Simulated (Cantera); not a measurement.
A closed system holds: 1 mol MgSO₄, 0.075 mol H₂, 0.28 mol H₂O, at 2198 K and 120 Pa.

Cantera equilibrium calculation (NASA polynomials, part measured and part estimated; ideal gas, pure solids and liquids). Candidate condensed phases: H₂O, H₂SO₄, Mg, MgO, Mg(OH)₂, MgS, MgSO₄, S; 26 gas species. The numbers say what is thermodynamically allowed, not how fast it happens.

Base state: SO₂ 0.488, O₂ 0.235, H₂O 0.147, O 0.0374, OH 0.0331, SO 0.0221, H 0.0159, Mg 0.0111 (mole fractions); condensed: MgO(s).

### Question
What changes in the equilibrium state with this change: H₂O from 0.28 to 0.01 mol?

### Answer
```json
[
 {"species": "SO₂", "before": "0.488", "after": "0.583"},
 {"species": "O₂", "before": "0.235", "after": "0.277"},
 {"species": "O", "before": "0.0374", "after": "0.0406"},
 {"species": "H₂O", "before": "0.147", "after": "0.0368"},
 {"species": "H", "before": "0.0159", "after": "0.00767"},
 {"species": "OH", "before": "0.0331", "after": "0.0173"},
 {"species": "SO", "before": "0.0221", "after": "0.0243"},
 {"species": "Mg", "before": "0.0111", "after": "0.0102"},
 {"species": "H₂", "before": "0.00984", "after": "0.00228"},
 {"species": "Mg(OH)₂", "before": "2.43e-5", "after": "6.10e-6"},
 {"species": "MgOH", "before": "0.000263", "after": "0.000127"},
 {"species": "MgO(s), mol", "before": "0.977", "after": "0.982"}
]
```

### Question
What changes in the equilibrium state with this change: H₂ from 0.075 to 8.2 mol?

### Answer
| species | before | after |
|---|---|---|
| H₂ | 0.00984 | 0.437 |
| H₂O | 0.147 | 0.268 |
| H | 0.0159 | 0.106 |
| SO₂ | 0.488 | 0.0340 |
| O₂ | 0.235 | 0.000398 |
| S | 0.000294 | 0.0121 |
| O | 0.0374 | 0.00154 |
| Mg | 0.0111 | 0.0891 |
| OH | 0.0331 | 0.00907 |
| SO | 0.0221 | 0.0374 |
| H₂S | 1.21e-7 | 0.000221 |
| S₂ | 9.68e-7 | 0.00164 |
| SO₃ | 2.78e-5 | 7.99e-8 |
| MgS | 4.21e-7 | 0.000139 |
| MgO(s), mol | 0.977 | 0 |
The tables' values for MgH are old estimates; treat these amounts as uncertain.
